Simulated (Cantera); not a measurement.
Feed: 1 mol CF4, a varied amount of H2, at 4300 Pa.

These are equilibrium values from Cantera (NASA tables, ideal gas, pure condensed phases), not measurements of a reactor. Candidate condensed phases: C, C6H6, C7H8, C8H18; 95 gas species. Rates play no part.

Task: What condenses at these points (T in K, n(H2) in mol): (2998, 12); (2848, 0.86); (2948, 12); (2848, 8.1)?

Result: 
```
T (K)  n(H2) in mol  condensed phases  C condensed (%)
-----  ------------  ----------------  ---------------
2998             12          gas only              0.0
2848           0.86                 C             51.9
2948             12          gas only              0.0
2848            8.1                 C             56.4
```
